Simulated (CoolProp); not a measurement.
Dimethyl carbonate at several states: Z from the reference equation and from simpler models built on Tc = 557.0 K, pc = 49.09 bar, ω = 0.346; each cubic takes its own stable root.

Values from CoolProp's reference Helmholtz-energy equation of state, Zhou 2011.

| T (K) | p (bar) | phase | reference |
|---|---|---|---|
| 542.6 | 54.8 | liquid | 0.1737 |
| 307.7 | 8.55 | liquid | 0.02863 |
| 471.6 | 0.272 | gas | 0.9967 |

How far does each simpler model (van der Waals, Soave-Redlich-Kwong, Peng-Robinson) lie from the reference over these 3 states: mean and median of the absolute difference, and the worst?


- van der Waals: mean 44.3 %, median 60.0 %, worst +72.8 % at 307.7 K and 8.55 bar
- Soave-Redlich-Kwong: mean 12.2 %, median 12.7 %, worst +23.9 % at 542.6 K and 54.8 bar
- Peng-Robinson: mean 3.7 %, median 0.1 %, worst +10.9 % at 542.6 K and 54.8 bar
